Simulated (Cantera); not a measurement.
An isothermal, constant-pressure homogeneous reactor starts with CH₄ : H₂ : N₂ = 0.011 : 1 : 0.00051 (molar parts), at 2300 K and 1900 Pa.

Computed with Cantera and GRI-Mech 3.0 (53 species, 325 reactions). GRI-Mech 3.0 stops at C3 and has no aromatics, soot or wall deposition, so with more carbon than oxygen in the feed, carbon stays in small species such as C2H2 where larger ones or solid carbon would form. Radical loss at walls, strong at low pressure, is not modelled.

One state of this run: x CH₄ = 0.000325; x H₂ = 0.964; x C₂H₄ = 5.79e-7; x HCN = 1.63e-7; x C₂H = 7.09e-6. x: mole fraction; the columns are a selection and need not sum to one.

Which value of t (s) does it belong to?
A. 0.00173
B. 0.0342
C. 8.77e-5
D. 4.44e-6

B, 0.0342
